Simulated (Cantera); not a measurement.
Feed: 1 mol Si₃H₈, 2.7 mol HCl, 12 mol N₂, held at 1400 °C and 1.30 bar.

Method: chemical equilibrium by Gibbs-energy minimisation in Cantera with the NASA 1993 tables (ideal gas, pure condensed phases). Candidate condensed phases: NH₄Cl, Si, Si₃N₄; 28 gas species. The feed counts by its element totals alone. The tables' values for SiCl₃ are old estimates; treat these amounts as uncertain. Rates play no part.

Base state: N₂ 0.601, H₂ 0.246, HCl 0.147, SiCl₂ 0.00370, SiCl₃ 0.00115, SiCl₄ 0.000747, SiHCl₃ 0.000225, H 4.95e-5 (mole fractions); condensed: Si₃N₄(s).

Task: What changes in the equilibrium state with this change: HCl from 2.7 to 3.1 mol?

Result: 
```csv
species,before,after
N₂,0.601,0.588
H₂,0.246,0.243
HCl,0.147,0.161
SiCl₂,0.00370,0.00460
SiCl₄,0.000747,0.00114
SiCl₃,0.00115,0.00158
SiHCl₃,0.000225,0.000307
"Si₃N₄(s), mol",0.967,0.956
```

Task: What changes in the equilibrium state with this change: pressure from 1.30 bar to 0.520 bar?

Result: 
| species | before | after |
|---|---|---|
| N₂ | 0.601 | 0.602 |
| H₂ | 0.246 | 0.248 |
| HCl | 0.147 | 0.142 |
| SiCl₂ | 0.00370 | 0.00636 |
| H | 4.95e-5 | 7.86e-5 |
| SiCl₄ | 0.000747 | 0.000479 |
| Cl | 2.31e-5 | 3.52e-5 |
| Si₃N₄(s), mol | 0.967 | 0.954 |

Task: What changes in the equilibrium state with this change: temperature from 1400 °C to 802 °C?

Result: 
| species | before | after |
|---|---|---|
| N₂ | 0.601 | 0.601 |
| H₂ | 0.246 | 0.246 |
| HCl | 0.147 | 0.150 |
| SiCl₂ | 0.00370 | 1.09e-7 |
| SiCl₄ | 0.000747 | 0.00293 |
| H | 4.95e-5 | 6.38e-9 |
| Cl | 2.31e-5 | 3.52e-9 |
| SiCl₃ | 0.00115 | 4.49e-6 |
| Si₃N₄(s), mol | 0.967 | 0.983 |
N₂ is the only nitrogen source here; it is nearly inert below about 1500 K, so the nitride shown seldom forms there in practice.
